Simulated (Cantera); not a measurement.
Hydrogen reduction and annealing atmospheres: V2O5 + H2 + N2

Feed: 1 mol V2O5, 0.32 mol H2, 0.66 mol N2, held at 975 K.

These are equilibrium values from Cantera (NASA tables, ideal gas, pure condensed phases), not measurements of a reactor. Candidate condensed phases: H2O, V, VN, VO, V2O3, V2O4, V2O5; 28 gas species. Condensed phases not in the tables: the oxides between V2O3 and V2O5 other than VO2. Gases not in the tables: V4O10. Rates play no part.

From 0.0750 Torr to 0.315 Torr the condensed part is V2O4(s). From 1.35 Torr to 7500 Torr the condensed part is V2O4(s) + V2O5(l).

| P (Pa) | x N2 | x H2O | x O2 | x NO | x OH | x NO2 | n V2O4(s) | n V2O5(l) |
|---|---|---|---|---|---|---|---|---|
| 10 | 0.500 | 0.242 | 0.258 | 2.08e-5 | 1.14e-6 | 1.49e-8 | 1.00 | 0 |
| 42 | 0.500 | 0.242 | 0.258 | 2.08e-5 | 7.97e-7 | 3.05e-8 | 1.00 | 0 |
| 180 | 0.623 | 0.302 | 0.0745 | 1.25e-5 | 4.54e-7 | 2.04e-8 | 0.478 | 0.522 |
| 750 | 0.661 | 0.321 | 0.0179 | 6.31e-6 | 2.29e-7 | 1.03e-8 | 0.356 | 0.644 |
| 3200 | 0.671 | 0.325 | 0.00419 | 3.08e-6 | 1.12e-7 | 5.02e-9 | 0.328 | 0.672 |
| 13000 | 0.673 | 0.326 | 0.00103 | 1.53e-6 | 5.55e-8 | 2.49e-9 | 0.322 | 0.678 |
| 56000 | 0.673 | 0.326 | 0.000240 | 7.37e-7 | 2.67e-8 | 1.20e-9 | 0.320 | 0.680 |
| 240000 | 0.673 | 0.327 | 5.59e-5 | 3.56e-7 | 1.29e-8 | 5.81e-10 | 0.320 | 0.680 |
| 1000000 | 0.673 | 0.327 | 1.34e-5 | 1.74e-7 | 6.33e-9 | 2.84e-10 | 0.320 | 0.680 |
x: gas mole fraction; n: condensed amount in mol.
